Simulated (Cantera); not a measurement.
## AlI3 + O2 + H2 (aluminium nitride and oxide growth)

A closed system holds: 1 mol AlI3, a varied amount of O2, 3.3 mol H2, at 2100 K and 0.430 bar.

Equilibrium computed with Cantera from the NASA thermochemical tables; the gas is ideal and each condensed phase is pure. Candidate condensed phases: Al, AlI3, Al2O3, H2O, I2; 25 gas species. The tables' values for AlOH are old estimates; treat these amounts as uncertain. Gases not in the tables: Al(OH)3. Equilibrium is a limit: real reactors are often held back by kinetics, nucleation or transport.

| n(O2) (mol) | log p H2 | log p H2O | log p I | log p O2 | log p HI | log p AlI | n Al2O3(s) |
|---|---|---|---|---|---|---|---|
| 0.46 | -0.66 | -3.93 | -0.82 | <-12 | -1.48 | -1.57 | 0.306 |
| 0.99 | -0.74 | -1.47 | -0.75 | -7.91 | -1.45 | -5.30 | 0.500 |
| 1.5 | -0.95 | -0.98 | -0.74 | -6.51 | -1.54 | -6.34 | 0.500 |
| 2.1 | -1.48 | -0.73 | -0.72 | -4.96 | -1.78 | -7.48 | 0.500 |
| 2.6 | -2.97 | -0.67 | -0.71 | -1.86 | -2.52 | -9.80 | 0.500 |
| 3.1 | -3.24 | -0.70 | -0.74 | -1.37 | -2.69 | -10.20 | 0.500 |
| 3.7 | -3.40 | -0.74 | -0.78 | -1.14 | -2.80 | -10.41 | 0.500 |
| 4.2 | -3.48 | -0.76 | -0.80 | -1.02 | -2.87 | -10.52 | 0.500 |
| 4.8 | -3.56 | -0.80 | -0.84 | -0.93 | -2.94 | -10.62 | 0.500 |
| 5.3 | -3.61 | -0.82 | -0.86 | -0.87 | -2.99 | -10.69 | 0.500 |
| 5.8 | -3.66 | -0.84 | -0.88 | -0.82 | -3.04 | -10.74 | 0.500 |
| 6.4 | -3.71 | -0.87 | -0.91 | -0.78 | -3.09 | -10.80 | 0.500 |
| 6.9 | -3.74 | -0.89 | -0.93 | -0.75 | -3.13 | -10.85 | 0.500 |
log p: log10 of the partial pressure in bar; n: condensed amount in mol.

From 0.46 mol O2 to 6.9 mol O2 the condensed part is Al2O3(s).
